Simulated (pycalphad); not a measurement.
## Effect of C content in Si-C

Source of the numbers: pycalphad with the COST 507 light-alloy database (1999); pressure 1 atm. These are 1990s assessments: newer ones move some temperatures and phases. Phase fractions are per mole of atoms. Kinetics are ignored, which matters at the lower temperatures.

**Question.** One of these alloys has its liquidus at 2276 K, its solidus at 1687 K, and holds DIAMOND_A4 0.99, CSI 0.01 at 880 K. Which?
(A) Si-0.3955C (wt.%)
(B) Si-0.07277C (wt.%)
(C) Si-0.02567C (wt.%)
(D) Si-0.09849C (wt.%)
(E) Si-0.1457C (wt.%)

**Answer.** E, Si-0.1457C (wt.%). The others: Si-0.02567C (wt.%), liquidus 2025, solidus 1687; Si-0.07277C (wt.%), liquidus 2169, solidus 1687; Si-0.09849C (wt.%), liquidus 2214, solidus 1687; Si-0.3955C (wt.%), liquidus 2449, solidus 1687

Database names, with the compositions (at.%) that they take in these runs: CSI: Si 50 C 50. DIAMOND_A4 is diamond (Si).
